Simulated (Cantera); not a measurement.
## Ignition delay

Mixture: 6.05 % CH4, 3.57 % CO, 19.0 % O2, 71.4 % N2, equivalence ratio 0.73, at 1.58 atm, adiabatic and at constant volume. Ignition delay is the time to a rise of 400 K.

Cantera simulation using GRI-Mech 3.0 (53 species, 325 reactions); the numbers are that mechanism's predictions, not measurements.

| T0 (K) | delay (ms) |
|---|---|
| 1150 | 63.8 |
| 1225 | 20.2 |
| 1300 | 7.08 |
| 1375 | 2.72 |
| 1450 | 1.15 |
| 1525 | 0.539 |
| 1600 | 0.277 |
| 1675 | 0.155 |
| 1750 | 0.0925 |

```yaml
apparent activation energy between 1600 and 1750 K: 170 kJ/mol
```
